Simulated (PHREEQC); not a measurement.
## Silver or lead bath

Make-up at 20 °C: 0.064 mol/kgw AgNO3, 0.16 mol/kgw HF and 0.00083 mol/kgw Cu(NO3)2. It is in equilibrium with CO2 at log p = -2 (atm). Otherwise closed; pH follows from the charge balance.

All values are PHREEQC results (ion-association model, wateq4f.dat), not measurements.

```yaml
pH: 1.99
ionic_strength: 0.0766 mol/kgw
total_alkalinity: -160 meq/kg
```

```csv
species,molality,activity,log γ
HF,0.0916,0.0933,0.008
NO3-,0.0644,0.0500,-0.110
Ag+,0.0619,0.0494,-0.098
H2F2,0.0266,0.0271,0.008
H+,0.0122,0.0102,-0.077
F-,0.00847,0.00664,-0.106
HF2-,0.00291,0.00228,-0.106
AgNO3,0.00125,0.00127,0.008
AgF,0.000801,0.000815,0.008
Cu+2,0.000781,0.000339,-0.363
CO2,0.000385,0.000392,0.008
```

No solid was allowed to form. wateq4f.dat counts part of the HF as a dimer, H2F2, which phreeqc.dat doesn't know; its constant is uncertain.
